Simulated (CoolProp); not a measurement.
Nitrous oxide at 213.64 K and 0.226 MPa is compressed adiabatically to 1.78 MPa with isentropic efficiency 0.8. Each further row changes one setting.

Values from CoolProp's reference Helmholtz-energy equation of state, Lemmon 2006. It is a short technical equation, of lower accuracy than the large ones.

```
case             work (kJ/kg)  final temperature (K)  final density (kg/m³)
---------------  ------------  ---------------------  ---------------------
as stated                 127                  368.6                   26.9
efficiency 1              102                  343.3                   29.3
efficiency 0.65           157                  397.7                   24.6
```
